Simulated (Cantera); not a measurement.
A perfectly stirred reactor is fed with 0.763 % CH4, 99.2 % N2, at 750 Torr; it is held at 1850 K, and followed from long to short residence time.

Model: GRI-Mech 3.0 (53 species, 325 reactions), integrated in Cantera. GRI-Mech 3.0 stops at C3 and has no aromatics, soot or wall deposition, so with more carbon than oxygen in the feed, carbon stays in small species such as C2H2 where larger ones or solid carbon would form.

One state of this run: x CH4 = 0.000335; x CH2 = 1.78e-7; x HCN = 0.000168; x CH3 = 3.26e-5; x C2H4 = 2.62e-6. x: mole fraction; the columns are a selection and need not sum to one.

Which value of τ (s) does it belong to?
(A) 0.44
(B) 0.0068
(C) 0.019
(D) 0.012

A, 0.44
